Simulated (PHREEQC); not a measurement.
Dissolve 0.035 mol/kgw K2CO3, 0.00037 mol/kgw NaHCO3 and 0.00083 mol/kgw LiCl at 25 °C and 500 atm. Closed to the air; pH follows from the charge balance.

Model: ion-association model, phreeqc.dat, run in PHREEQC.

```yaml
pH: 10.97
ionic_strength: 0.104 mol/kgw
specific_conductance: 8110 µS/cm
density: 1.023 g/cm³
total_alkalinity: 70.4 meq/kg
```

```json
[
 {"species": "K+", "molality": "0.0700", "activity": "0.0536", "log γ": "-0.116"},
 {"species": "CO3-2", "molality": "0.0331", "activity": "0.0129", "log γ": "-0.409"},
 {"species": "HCO3-", "molality": "0.00221", "activity": "0.00175", "log γ": "-0.102"},
 {"species": "OH-", "molality": "0.00184", "activity": "0.00141", "log γ": "-0.117"},
 {"species": "Cl-", "molality": "0.000830", "activity": "0.000638", "log γ": "-0.114"},
 {"species": "Li+", "molality": "0.000830", "activity": "0.000662", "log γ": "-0.098"}
]
```

Precipitation was switched off in this run. Complexes and solids missing from the database can't appear. Under pressure, the constants of complexes without a molar volume in the database are unreliable.
